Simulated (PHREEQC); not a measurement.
Dissolve 14 mmol/kgw NaOH, 0.35 mmol/kgw K2SiO3 and 1.9 mmol/kgw Na2CO3 at 25 °C. Closed to the air; pH follows from the charge balance.

Model: ion-association model, wateq4f.dat, run in PHREEQC.

Precipitation was switched off in this run.

### Question
Order these C species by the share of C that they hold, largest first: CO3-2, NaCO3-, HCO3-.

### Answer
CO3-2 (83 %), NaCO3- (16 %), HCO3- (0.96 %)

The pH is 12.09 and the ionic strength 0.0198 mol/kgw. Complexes and solids missing from the database can't appear.
